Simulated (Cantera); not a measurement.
# Moist CO burnout

An isothermal, constant-pressure homogeneous reactor starts with CO : O2 : H2O : N2 = 0.02 : 0.028 : 0.0055 : 1 (molar parts), equivalence ratio 0.36, at 1375 K and 1.00 bar.

Detailed kinetics in Cantera: GRI-Mech 3.0 (53 species, 325 reactions).

| t (s) | x CO | x O2 | x H2O | x H | x H2 | x NO2 | x NO |
|---|---|---|---|---|---|---|---|
| 3.00e-5 | 0.0190 | 0.0266 | 0.00522 | 1.55e-10 | 4.00e-12 | <1e-12 | <1e-12 |
| 7.32e-5 | 0.0190 | 0.0266 | 0.00522 | 1.04e-9 | 6.76e-11 | <1e-12 | <1e-12 |
| 0.000179 | 0.0190 | 0.0266 | 0.00522 | 7.39e-9 | 1.12e-9 | <1e-12 | <1e-12 |
| 0.000436 | 0.0190 | 0.0266 | 0.00522 | 1.30e-7 | 3.33e-8 | <1e-12 | <1e-12 |
| 0.00107 | 0.0184 | 0.0261 | 0.00513 | 6.05e-5 | 1.88e-5 | 3.66e-12 | 1.87e-9 |
| 0.00260 | 0.00549 | 0.0195 | 0.00471 | 0.000476 | 0.000152 | 1.69e-9 | 2.02e-6 |
| 0.00635 | 0.000973 | 0.0176 | 0.00515 | 3.85e-5 | 3.16e-5 | 6.11e-9 | 2.79e-6 |
| 0.0155 | 0.000174 | 0.0173 | 0.00523 | 3.02e-6 | 5.64e-6 | 1.52e-8 | 2.88e-6 |
| 0.0378 | 2.89e-5 | 0.0173 | 0.00526 | 2.47e-7 | 1.02e-6 | 2.27e-8 | 2.91e-6 |
| 0.0923 | 4.53e-6 | 0.0172 | 0.00526 | 2.30e-8 | 2.02e-7 | 1.92e-8 | 2.93e-6 |
| 0.225 | 7.33e-7 | 0.0172 | 0.00527 | 3.02e-9 | 5.04e-8 | 1.16e-8 | 2.94e-6 |
| 0.550 | 1.76e-7 | 0.0172 | 0.00527 | 7.22e-10 | 1.90e-8 | 7.78e-9 | 2.95e-6 |
| 1.34 | 9.72e-8 | 0.0172 | 0.00527 | 4.00e-10 | 1.27e-8 | 6.89e-9 | 2.95e-6 |
| 3.28 | 9.29e-8 | 0.0172 | 0.00527 | 3.83e-10 | 1.24e-8 | 6.84e-9 | 2.95e-6 |
| 8.00 | 9.29e-8 | 0.0172 | 0.00527 | 3.83e-10 | 1.24e-8 | 6.85e-9 | 2.95e-6 |
x: mole fraction; the columns are a selection and need not sum to one.

Equilibrium at this temperature and pressure: CO 9.31e-8, O2 0.0171, H2O 0.00527, H 3.84e-10, H2 1.24e-8, NO2 4.60e-7, NO 0.000199 (gas phase only).
